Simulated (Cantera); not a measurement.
Mixture: CO : H₂ : CH₄ : O₂ : N₂ = 1 : 0.062 : 0.28 : 0.779 : 2.93 (molar parts), equivalence ratio 1.4, at 3.90 bar, adiabatic and at constant volume. Ignition delay is the time to a rise of 400 K.

Cantera simulation using GRI-Mech 3.0 (53 species, 325 reactions); the numbers are that mechanism's predictions, not measurements.

Problem. What does this change do: pressure from 3.90 bar to 5.00 bar?

Solution. 
```json
[
 {"quantity": "delay at 1223 K", "before": "1.79 ms", "after": "1.47 ms"},
 {"quantity": "delay at 1373 K", "before": "0.446 ms", "after": "0.373 ms"},
 {"quantity": "delay at 1523 K", "before": "0.129 ms", "after": "0.107 ms"},
 {"quantity": "delay at 1673 K", "before": "46.0 µs", "after": "37.9 µs"},
 {"quantity": "apparent activation energy between 1598 and 1748 K", "before": "140 kJ/mol", "after": "150 kJ/mol"}
]
```
